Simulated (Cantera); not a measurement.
Input (Python, Cantera) and output of one run.

```python
import numpy as np
import cantera as ct

gas_names = [...]  # 110 gases of nasa_gas.yaml made of C, H, O
cond_names = """
    C(gr) C6H6(L) C7H8(L) C8H18(L),n-octa H2O(s) H2O(L)
""".split()


# ... load() reads the species with a 1 bar reference pressure and builds the phases ...
atoms = {
    'C2H6': {'C': 2, 'H': 6},
    'O2': {'O': 2},
    'H2': {'H': 2},
}
top_T = {'C(gr)': 4500}  # K; cautious upper limits of use, not melting points


# ... equilibrate(T, P, feed) seeds the gas with the atoms and calls Mixture.equilibrate('TP', solver="vcs", rtol=1e-11, max_steps=5000) ...
results = []
feed = {'C2H6': 1, 'O2': 0.066, 'H2': 33}  # mol
for P in [10, 72, 520, 3700, 27000, 190000, 1400000, 10000000]:
    for T in [1073, 1123, 1173, 1223, 1273, 1323, 1373, 1423, 1473, 1523]:
        mix = equilibrate(T, P, feed)
        results.append((T, P, feed, dict(zip(mix.species_names, mix.species_moles))))

for T, P, feed, n in results:
    print(f"{T:7g} {P:10.4g}  " + (" + ".join(c for c in cond_names if n.get(c, 0) > 1e-12) or "gas only"))
```

Result:

```
   1073         10  C(gr)
   1123         10  C(gr)
   1173         10  C(gr)
   1223         10  C(gr)
   1273         10  C(gr)
   1323         10  C(gr)
   1373         10  C(gr)
   1423         10  C(gr)
   1473         10  C(gr)
   1523         10  C(gr)
   1073         72  C(gr)
   1123         72  C(gr)
   1173         72  C(gr)
   1223         72  C(gr)
   1273         72  C(gr)
   1323         72  C(gr)
   1373         72  C(gr)
   1423         72  C(gr)
   1473         72  C(gr)
   1523         72  C(gr)
   1073        520  C(gr)
   1123        520  C(gr)
   1173        520  C(gr)
   1223        520  C(gr)
   1273        520  C(gr)
   1323        520  C(gr)
   1373        520  C(gr)
   1423        520  C(gr)
   1473        520  C(gr)
   1523        520  C(gr)
   1073       3700  C(gr)
   1123       3700  C(gr)
   1173       3700  C(gr)
   1223       3700  C(gr)
   1273       3700  C(gr)
   1323       3700  C(gr)
   1373       3700  C(gr)
   1423       3700  C(gr)
   1473       3700  C(gr)
   1523       3700  C(gr)
   1073    2.7e+04  C(gr)
   1123    2.7e+04  C(gr)
   1173    2.7e+04  C(gr)
   1223    2.7e+04  C(gr)
   1273    2.7e+04  C(gr)
   1323    2.7e+04  C(gr)
   1373    2.7e+04  C(gr)
   1423    2.7e+04  C(gr)
   1473    2.7e+04  C(gr)
   1523    2.7e+04  C(gr)
   1073    1.9e+05  gas only
   1123    1.9e+05  C(gr)
   1173    1.9e+05  C(gr)
   1223    1.9e+05  C(gr)
   1273    1.9e+05  C(gr)
   1323    1.9e+05  C(gr)
   1373    1.9e+05  C(gr)
   1423    1.9e+05  C(gr)
   1473    1.9e+05  C(gr)
   1523    1.9e+05  C(gr)
   1073    1.4e+06  gas only
   1123    1.4e+06  gas only
   1173    1.4e+06  gas only
   1223    1.4e+06  gas only
   1273    1.4e+06  gas only
   1323    1.4e+06  gas only
   1373    1.4e+06  gas only
   1423    1.4e+06  C(gr)
   1473    1.4e+06  C(gr)
   1523    1.4e+06  C(gr)
   1073      1e+07  gas only
   1123      1e+07  gas only
   1173      1e+07  gas only
   1223      1e+07  gas only
   1273      1e+07  gas only
   1323      1e+07  gas only
   1373      1e+07  gas only
   1423      1e+07  gas only
   1473      1e+07  gas only
   1523      1e+07  gas only
```

Method: chemical equilibrium by Gibbs-energy minimisation in Cantera with the NASA 1993 tables (ideal gas, pure condensed phases). The ideal-gas law is rough above about 30 bar.
